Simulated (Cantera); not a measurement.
Input: 1 mol MgCO3, 1.4 mol SO3, 0.17 mol CO2, at 435 Torr.

These are equilibrium values from Cantera (NASA tables, ideal gas, pure condensed phases), not measurements of a reactor. Candidate condensed phases: C, Mg, MgCO3, MgO, MgS, MgSO4, S; 26 gas species. Mutual solubility and eutectic melting of coexisting phases are not modelled. Kinetics and transport are ignored.

x: gas mole fraction; n: condensed amount in mol.

| T (K) | x CO2 | x SO2 | x SO3 | x O2 | x CO | x O | x SO | n MgSO4(s) | n MgO(s) |
|---|---|---|---|---|---|---|---|---|---|
| 673 | 0.742 | 0.00865 | 0.245 | 0.00433 | <1e-12 | <1e-12 | <1e-12 | 1.00 | 0 |
| 773 | 0.732 | 0.0362 | 0.214 | 0.0181 | <1e-12 | <1e-12 | <1e-12 | 1.00 | 0 |
| 873 | 0.711 | 0.0921 | 0.151 | 0.0461 | 1.88e-12 | <1e-12 | <1e-12 | 1.00 | 0 |
| 973 | 0.688 | 0.154 | 0.0813 | 0.0769 | 7.72e-11 | (withheld) | <1e-12 | 1.00 | 0 |
| 1073 | 0.673 | 0.193 | 0.0372 | 0.0965 | 1.75e-9 | (withheld) | 1.86e-11 | 1.00 | 0 |
| 1173 | 0.667 | 0.211 | 0.0168 | 0.106 | 2.45e-8 | (withheld) | 3.50e-10 | 1.00 | 0 |
| 1273 | 0.605 | 0.257 | 0.0103 | 0.128 | 1.95e-7 | (withheld) | 4.40e-9 | 0.884 | 0.116 |
| 1373 | 0.360 | 0.419 | 0.0111 | 0.210 | 6.29e-7 | (withheld) | 4.50e-8 | 0 | 1.00 |
| 1473 | 0.359 | 0.423 | 0.00637 | 0.212 | 3.32e-6 | (withheld) | 2.72e-7 | 0 | 1.00 |
| 1573 | 0.358 | 0.425 | 0.00391 | 0.213 | 1.42e-5 | (withheld) | 1.31e-6 | 0 | 1.00 |
| 1673 | 0.358 | 0.426 | 0.00254 | 0.213 | 5.08e-5 | (withheld) | 5.20e-6 | 0 | 1.00 |
| 1773 | 0.358 | 0.427 | 0.00174 | 0.213 | 0.000158 | (withheld) | 1.77e-5 | 0 | 1.00 |

Q: What belongs in the gaps?

A: 
- 973, x O: 2.46e-11
- 1073, x O: 5.08e-10
- 1173, x O: 5.96e-9
- 1273, x O: 5.06e-8
- 1373, x O: 3.71e-7
- 1473, x O: 1.69e-6
- 1573, x O: 6.32e-6
- 1673, x O: 2.03e-5
- 1773, x O: 5.70e-5
